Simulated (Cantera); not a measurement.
Feed: 1 mol CsCl, 0.15 mol O2, 410 mol H2, at 1648 K and 0.0315 Torr.

Cantera equilibrium calculation (NASA polynomials, part measured and part estimated; ideal gas, pure solids and liquids). Candidate condensed phases: Cs, CsCl, CsOH, H2O; 22 gas species. Equilibrium is a limit: real reactors are often held back by kinetics, nucleation or transport.

Question: What is the equilibrium state?

Answer: 
```json
{
  "x(H2)": "0.982",
  "x(H)": "0.0136",
  "x(Cs)": "0.00127",
  "x(HCl)": "0.00126",
  "x(CsCl)": "0.00115",
  "x(H2O)": "0.000724",
  "x(Cl)": "1.36e-5",
  "gas_amount": "414.1 mol",
  "log10 activity of CsCl(l) (absent)": "-7.37",
  "log10 activity of Cs(l) (absent)": "-8.79",
  "log10 activity of CsOH(l) (absent)": "-12.60"
}
```
